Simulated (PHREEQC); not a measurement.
**Ultrapure water in contact with air or piping**

Model water analysis in mg/kgw, 25 °C, pH 6.29, pe 0.4:

```
constituent           mg/kgw
------------------  --------
Na                     0.135
K                     0.0349
Ca                     0.347
Mg                     0.186
Cl                     0.246
S(6) as SO4            0.278
Alkalinity as HCO3      1.59
B                   0.000656
Li                  0.000744
Mn(2)               0.000233
```

Cl is adjusted to close the charge balance.
Valence states are taken as typed.

All values are PHREEQC results (ion-association model, phreeqc.dat), not measurements.

```
Item                     Result
--------------  ---------------
ionic strength  5.92e-5 mol/kgw
```

| species | molality | activity | log γ |
|---|---|---|---|
| CO2 | 3.03e-5 | 3.03e-5 | 0.000 |
| HCO3- | 2.65e-5 | 2.63e-5 | -0.004 |
| Ca+2 | 8.65e-6 | 8.35e-6 | -0.015 |
| Cl- | 7.65e-6 | 7.58e-6 | -0.004 |
| Mg+2 | 7.64e-6 | 7.38e-6 | -0.015 |
| Na+ | 5.87e-6 | 5.82e-6 | -0.004 |
| SO4-2 | 2.88e-6 | 2.78e-6 | -0.016 |

No solid was allowed to form.
